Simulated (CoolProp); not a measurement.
Isopentane along the isotherm 500 K: Z from the reference equation and from simpler models built on Tc = 460.3 K, pc = 3.378 MPa, ω = 0.227; each cubic takes its own stable root.

The numbers come from the reference Helmholtz-energy equation of state, Lemmon 2006 in CoolProp. It is a short technical equation, of lower accuracy than the large ones.

```
p (MPa)          phase  reference  van der Waals  Soave-Redlich-Kwong  Peng-Robinson
-------  -------------  ---------  -------------  -------------------  -------------
1.41               gas     0.8833         0.8892               0.8858         0.8720
2.82               gas     0.7454         0.7484               0.7534         0.7283
4.22     supercritical     0.5753         0.5282               0.5936         0.5629
5.63     supercritical     0.3970         0.4211               0.4568         0.4270
7.04     supercritical     0.3794         0.4639               0.4456         0.4107
8.45     supercritical     0.4115         0.5200               0.4738         0.4336
9.85     supercritical     0.4520         0.5786               0.5115         0.4662
11.3     supercritical     0.4966         0.6401               0.5540         0.5036
12.7     supercritical     0.5405         0.6995               0.5962         0.5410
14.1     supercritical     0.5846         0.7586               0.6389         0.5790
15.5     supercritical     0.6287         0.8174               0.6816         0.6172
16.9     supercritical     0.6726         0.8758               0.7242         0.6553
```
